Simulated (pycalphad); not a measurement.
All values are pycalphad results on the COST 507 light-alloy database (1999) (1 atm), not direct measurements. The data set is of 1999 and partly superseded. Kinetics are ignored, which matters at the lower temperatures.

**Hf-0.02837C (wt.%): equilibrium cooling sequence**

```
T (K)      phases above     phases below
------  ---------------  ---------------
2498.8           LIQUID  BCC_A2 + LIQUID
2482.4  BCC_A2 + LIQUID           BCC_A2
2439.6           BCC_A2  BCC_A2 + HCP_A3
2045.2  BCC_A2 + HCP_A3           HCP_A3
```

Changes were sought between steps of 75 K, so a narrower field can be missed.

BCC_A2 is bcc; HCP_A3 is hcp.
